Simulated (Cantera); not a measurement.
An adiabatic, constant-volume homogeneous reactor starts with H2 : O2 : N2 = 1 : 0.746 : 1.87 (molar parts), equivalence ratio 0.67, at 1375 K and 3750 Torr. Integrator tolerance rtol = 1e-08.

Computed with Cantera and the H2/O2 subset of GRI-Mech 3.0, which has no nitrogen chemistry. The hydrogen kinetics of GRI-Mech 3.0 are dated; newer H2 mechanisms differ, most at raised pressure. Above 3000 K some thermodynamic fits are extrapolated.

| quantity | before | after |
|---|---|---|
| time of steepest temperature rise | 3.52 µs | 3.93 µs |
| temperature at 0.200 s | 3124 K | 3242 K |
| equilibrium temperature | 3124 K | 3242 K |
| x(H2) at 0.200 s | 0.0207 (gas-phase equilibrium 0.0207) | 0.232 (gas-phase equilibrium 0.232) |
| x(O2) at 0.200 s | 0.0700 (gas-phase equilibrium 0.0700) | 0.00139 (gas-phase equilibrium 0.00139) |
| x(H2O) at 0.200 s | 0.260 (gas-phase equilibrium 0.260) | 0.292 (gas-phase equilibrium 0.292) |
| x(H2O2) at 0.200 s | 4.54e-6 (gas-phase equilibrium 4.54e-6) | 8.55e-7 (gas-phase equilibrium 8.55e-7) |
| x(H) at 0.200 s | 0.0104 (gas-phase equilibrium 0.0104) | 0.0470 (gas-phase equilibrium 0.0470) |
| x(O) at 0.200 s | 0.0142 (gas-phase equilibrium 0.0142) | 0.00282 (gas-phase equilibrium 0.00282) |
| x(HO2) at 0.200 s | 6.63e-5 (gas-phase equilibrium 6.63e-5) | 4.53e-6 (gas-phase equilibrium 4.53e-6) |

**Question.** Which change was made?
A. initial temperature 1375 to 1775 K
B. H2 1 to 2.6 parts
C. pressure from 3750 Torr to 760 Torr
D. O2 0.746 to 0.26 parts

**Answer.** B, H2 1 to 2.6 parts
